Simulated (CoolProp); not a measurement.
Properties of CHF3 (R23) along the isotherm 234.4 K.

Model: reference Helmholtz-energy equation of state, Penoncello 2003, in CoolProp.

| p (MPa) | phase | Prandtl number | fugacity coefficient |
|---|---|---|---|
| 4.03 | liquid | 2.17 | [?] |
| 8.05 | liquid | [?] | 0.09803 |
| 12.1 | liquid | 2.19 | 0.07290 |
| 16.1 | liquid | [?] | 0.06107 |
| 20.1 | liquid | 2.23 | 0.05447 |
| 24.2 | liquid | 2.25 | 0.05046 |
| 28.2 | liquid | 2.27 | 0.04813 |
| 32.2 | liquid | 2.30 | [?] |
| 36.2 | liquid | 2.32 | [?] |
| 40.3 | liquid | 2.35 | 0.04612 |
| 44.3 | liquid | 2.38 | 0.04649 |
| 48.3 | liquid | 2.40 | 0.04721 |

Q: Complete the blanks.

A: 
- 4.03, fugacity coefficient: 0.1751
- 8.05, Prandtl number: 2.18
- 16.1, Prandtl number: 2.21
- 32.2, fugacity coefficient: 0.04680
- 36.2, fugacity coefficient: 0.04619

Viscosity comes from a separate model (Shan 2000). Thermal conductivity comes from a separate model (Shan 2000).
